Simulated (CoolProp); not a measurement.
Vapour-liquid equilibrium of benzene (1) + ethylbenzene (2) at 240.95 °C; x and y are mole fractions of (1).

Computed with CoolProp (multi-fluid Helmholtz-energy mixture model, Thol 2012 and Zhou 2012; pair parameters Bell 2016).

```tsv
x	bubble pressure (bar)	y at the bubble point	dew pressure at overall composition x (bar)	liquid density (mol/L)
0.05	9.503	0.099	9.180	6.106
0.125	10.49	0.230	9.685	6.215
0.2	11.52	0.344	10.25	6.325
0.275	12.61	0.444	10.88	6.437
0.35	13.75	0.532	11.59	6.551
0.425	14.95	0.610	12.39	6.664
0.5	16.22	0.679	13.32	6.778
0.575	17.55	0.742	14.40	6.891
0.65	18.94	0.798	15.66	7.003
0.725	20.40	0.848	17.17	7.111
0.8	21.94	0.894	19.00	7.214
0.875	23.55	0.937	21.26	7.309
0.95	25.24	0.976	24.11	7.392
```

No azeotrope shows between x = 0.05 and 0.95.

Pair parameters are fitted to limited data, so mixtures are less certain than the pure fluids.
